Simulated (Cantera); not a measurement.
An isothermal, constant-pressure homogeneous reactor starts with C₂H₆ : N₂ = 1 : 64 (molar parts), at 1948 K and 1.35 Torr.

Model: GRI-Mech 3.0 (53 species, 325 reactions), integrated in Cantera. GRI-Mech 3.0 stops at C3 and has no aromatics, soot or wall deposition, so with more carbon than oxygen in the feed, carbon stays in small species such as C2H2 where larger ones or solid carbon would form. Radical loss at walls, strong at low pressure, is not modelled.

x: mole fraction; the columns are a selection and need not sum to one.

```tsv
t (s)	x C₂H₆	x C₂H₂	x CH₂	x C₂H	x H	x C₂H₄	x CH₄
4.00e-5	0.0146	7.07e-11	4.07e-8	<1e-12	1.78e-6	2.26e-7	1.24e-6
0.000113	0.0131	2.91e-9	9.20e-7	<1e-12	1.29e-5	3.63e-6	9.60e-6
0.000321	0.00979	2.35e-7	1.63e-5	9.13e-12	0.000173	8.97e-5	6.96e-5
0.000907	0.00371	7.12e-5	0.000130	[?]	0.00147	0.00168	0.000400
0.00257	9.88e-5	0.00323	0.000185	[?]	0.00304	0.00456	0.00130
0.00727	6.59e-7	0.0104	8.58e-5	[?]	0.00216	0.00196	0.00166
0.0206	8.18e-8	0.0134	3.17e-5	[?]	0.00129	0.000297	0.00119
0.0583	1.76e-8	0.0142	1.26e-5	[?]	0.000887	4.21e-5	0.000742
0.165	4.22e-9	0.0145	5.33e-6	[?]	0.000701	9.25e-6	0.000435
0.467	9.34e-10	0.0147	2.38e-6	4.99e-6	0.000636	2.02e-6	0.000220
1.32	1.43e-10	0.0147	1.01e-6	5.21e-6	0.000666	3.24e-7	8.26e-5
3.74	7.98e-12	0.0148	2.91e-7	[?]	0.000781	3.23e-8	1.70e-5
10.6	<1e-12	0.0148	2.25e-8	[?]	0.00104	1.29e-8	7.23e-7
30.0	<1e-12	0.0148	4.70e-9	[?]	0.00169	1.03e-8	5.56e-8
```

**Question.** Complete the blanks.

**Answer.** 
- 0.000907, x C₂H: 1.04e-7
- 0.00257, x C₂H: 1.47e-5
- 0.00727, x C₂H: 1.69e-5
- 0.0206, x C₂H: 1.04e-5
- 0.0583, x C₂H: 7.06e-6
- 0.165, x C₂H: 5.53e-6
- 3.74, x C₂H: 6.11e-6
- 10.6, x C₂H: 8.15e-6
- 30.0, x C₂H: 1.34e-5
